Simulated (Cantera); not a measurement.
Charge: 1 mol Fe₂O₃, 19 mol H₂, 0.46 mol H₂O, equilibrated at 0.450 Torr.

Cantera equilibrium calculation (NASA polynomials, part measured and part estimated; ideal gas, pure solids and liquids). Candidate condensed phases: Fe, FeO, Fe(OH)₂, Fe(OH)₃, Fe₂O₃, Fe₃O₄, H₂O; 12 gas species. Equilibrium is a limit: real reactors are often held back by kinetics, nucleation or transport.

Task: At 1300 K, list the 3 most abundant gas species with their mole fractions, and the condensed phases.

Result: H₂ 0.822, H₂O 0.178, H 4.10e-5. Condensed: Fe(γ).
